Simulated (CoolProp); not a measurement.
Vapour-liquid equilibrium of neopentane (1) + n-pentane (2) at 370.7 K; x and y are mole fractions of (1).

The numbers come from the multi-fluid Helmholtz-energy mixture model, Lemmon 2006 and Thol 2019; pair parameters Bell 2016 in CoolProp.

```tsv
x	bubble pressure, mixture model (MPa)	bubble pressure, Raoult's law (MPa)	y, mixture model	y, Raoult's law
0.05	0.5854	0.5863	0.083	0.091
0.2	0.6589	0.6620	0.298	0.322
0.35	0.7332	0.7376	0.474	0.506
0.5	0.8081	0.8133	0.623	0.655
0.65	0.8838	0.8890	0.751	0.779
0.8	0.9606	0.9646	0.865	0.884
0.95	1.039	1.040	0.968	0.973
```

The largest gap from Raoult's law is -0.6 % in bubble pressure, at x = 0.5. No azeotrope shows between x = 0.05 and 0.95.

Pair parameters are fitted to limited data, so mixtures are less certain than the pure fluids.
